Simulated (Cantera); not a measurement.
Ammonia decomposition in nitride growth gas

An isothermal, constant-pressure homogeneous reactor starts with 89.3 % NH₃, 10.7 % N₂, at 2250 K and 67000 Pa.

Computed with Cantera and the gas-phase N/H chemistry of the illustrative SiF4/NH3 mechanism in the Surface Chemkin manual (1991). Walls and surfaces, which speed up NH3 decomposition in real reactors, are not modelled.

```
t (s)        x NH₃      x N       x H     x NH₂   x N₂    x N₂H₄
--------  --------  -------  --------  --------  -----  --------
0.000600     0.752  2.16e-6  0.000163   0.00337  0.135   5.84e-7
0.00241      0.476  3.99e-6  0.000502   0.00225  0.193   2.62e-7
0.00964      0.116  5.01e-6   0.00143  0.000843  0.268   3.66e-8
0.0386    0.000880  3.14e-6   0.00686   2.70e-5  0.291  3.73e-11
0.155      4.06e-5  2.01e-7   0.00765   1.39e-6  0.291    <1e-12
0.621      8.62e-6  4.28e-8   0.00765   2.94e-7  0.291    <1e-12
2.49       3.27e-6  1.62e-8   0.00765   1.12e-7  0.291    <1e-12
9.98       2.95e-6  1.47e-8   0.00765   1.01e-7  0.291    <1e-12
40.0       2.95e-6  1.47e-8   0.00765   1.01e-7  0.291    <1e-12
```
x: mole fraction; the columns are a selection and need not sum to one.

Equilibrium at this temperature and pressure: NH₃ 2.95e-6, N 1.47e-8, H 0.00765, NH₂ 1.01e-7, N₂ 0.291, N₂H₄ <1e-12 (gas phase only).
